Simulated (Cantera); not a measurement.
An adiabatic, constant-volume homogeneous reactor starts with C2H4 : O2 : N2 : H2O = 1 : 10 : 37.6 : 1.5 (molar parts), equivalence ratio 0.30, at 1375 K and 570000 Pa.

Model: GRI-Mech 3.0 (53 species, 325 reactions), integrated in Cantera. GRI-Mech 3.0 was tuned for natural gas; its chemistry of ethylene as a main component is partial and can be far from experiment.

Question: Predict: time of steepest temperature rise; temperature at 2.00 s; equilibrium temperature; x(O2) at 2.00 s; x(H2O) at 2.00 s; x(H2) at 2.00 s.

Answer: 
```
Property                                                             Value
---------------------------------  ---------------------------------------
time of steepest temperature rise                                  30.3 µs
temperature at 2.00 s                                               2223 K
equilibrium temperature                                             2223 K
x(O2) at 2.00 s                        0.134 (gas-phase equilibrium 0.134)
x(H2O) at 2.00 s                     0.0685 (gas-phase equilibrium 0.0685)
x(H2) at 2.00 s                    8.19e-5 (gas-phase equilibrium 8.19e-5)
```
